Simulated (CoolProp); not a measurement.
Carbon dioxide along the isobar 3.48 MPa: density (kg/m³) from the reference equation and from simpler models built on Tc = 304.1 K, pc = 7.377 MPa, ω = 0.224; each cubic takes its own stable root.

The numbers come from the reference Helmholtz-energy equation of state, Span 1996 in CoolProp.

```
T (K)   phase  reference  van der Waals  Peng-Robinson
-----  ------  ---------  -------------  -------------
230    liquid       1135          702.9           1182
246.8  liquid       1067          656.7           1099
263.7  liquid      985.0          93.74          990.7
280.5     gas      89.56          82.86          90.74
297.3     gas      77.83          74.94          79.19
314.1     gas      70.00          68.75          71.18
331       gas      64.09          63.68          65.06
347.8     gas      59.42          59.47          60.21
364.6     gas      55.56          55.86          56.19
381.4     gas      52.28          52.73          52.79
```

At some of these states van der Waals gives the other phase, because its saturation line lies elsewhere.
